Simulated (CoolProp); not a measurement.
Computed with CoolProp (reference Helmholtz-energy equation of state, de Reuck 1990).

Problem. For fluorine, give the phase and the Z, cv (kJ/(kg K)), isothermal compressibility (1/MPa), expansivity (1/kK) at 131.7 K and 1.78 MPa; 131.7 K and 2.62 MPa.

Solution. 
- 131.7 K and 1.78 MPa: gas; Z 0.827, cv 0.628, isothermal compressibility 0.702, expansivity 13.5
- 131.7 K and 2.62 MPa: gas; Z 0.715, cv 0.685, isothermal compressibility 0.604, expansivity 22.0
